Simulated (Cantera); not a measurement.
# Hydrocarbon pyrolysis for carbon deposition

A perfectly stirred reactor is fed with 14.1 % CH4, 85.9 % H2, at 1.30 bar; it is held at 1650 K, and followed from long to short residence time.

Cantera simulation using GRI-Mech 3.0 (53 species, 325 reactions); the numbers are that mechanism's predictions, not measurements. GRI-Mech 3.0 stops at C3 and has no aromatics, soot or wall deposition, so with more carbon than oxygen in the feed, carbon stays in small species such as C2H2 where larger ones or solid carbon would form.

```tsv
τ (s)	x CH4	x H2	x C2H6	x CH3	x C2H4	x C2H
14	0.0446	0.913	1.24e-5	7.59e-5	0.00334	1.42e-8
2.9	0.0474	0.911	1.30e-5	8.02e-5	0.00325	1.37e-8
0.60	0.0583	0.905	1.59e-5	9.64e-5	0.00290	1.19e-8
0.12	0.0861	0.890	2.63e-5	0.000137	0.00205	7.51e-9
0.025	0.118	0.872	4.31e-5	0.000181	0.00114	2.91e-9
0.0050	0.135	0.862	5.27e-5	0.000202	0.000613	6.15e-10
0.0010	0.139	0.860	4.93e-5	0.000199	0.000269	6.21e-11
0.00020	0.141	0.859	2.80e-5	0.000162	4.44e-5	1.47e-12
```
x: mole fraction; the columns are a selection and need not sum to one.
